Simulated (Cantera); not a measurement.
Feed: 1 mol SiH₂Cl₂, 0.62 mol C₂H₄, 1.8 mol H₂, equilibrated at 0.00110 bar.

Equilibrium computed with Cantera from the NASA thermochemical tables; the gas is ideal and each condensed phase is pure. Candidate condensed phases: C, C₆H₆, C₇H₈, C₈H₁₈, Si, SiC; 109 gas species. The tables' values for SiCl₃ are old estimates; treat these amounts as uncertain. Kinetics and transport are ignored.

log p: log10 of the partial pressure in bar; n: condensed amount in mol.

```tsv
T (K)	log p H₂	log p HCl	log p SiCl₂	log p SiCl₄	n C(graphite)	n SiC(s)
1125	-3.17	-3.39	-6.27	?	0.277	0.963
1175	-3.17	-3.37	-6.06	?	0.261	0.979
1225	-3.17	-3.37	-5.89	?	0.255	0.985
1275	-3.18	-3.37	-5.73	?	0.254	0.986
1325	-3.18	-3.37	-5.59	?	0.255	0.985
1375	-3.18	-3.37	-5.47	?	0.258	0.982
1425	-3.17	-3.37	-5.36	?	0.262	0.978
1475	-3.17	-3.37	-5.25	?	0.267	0.973
1525	-3.17	-3.38	-5.16	?	0.273	0.967
```

**Question.** Some entries are withheld; supply them.

**Answer.** 
- 1125, log p SiCl₄: -5.17
- 1175, log p SiCl₄: -5.51
- 1225, log p SiCl₄: -5.86
- 1275, log p SiCl₄: -6.20
- 1325, log p SiCl₄: -6.51
- 1375, log p SiCl₄: -6.81
- 1425, log p SiCl₄: -7.09
- 1475, log p SiCl₄: -7.36
- 1525, log p SiCl₄: -7.61
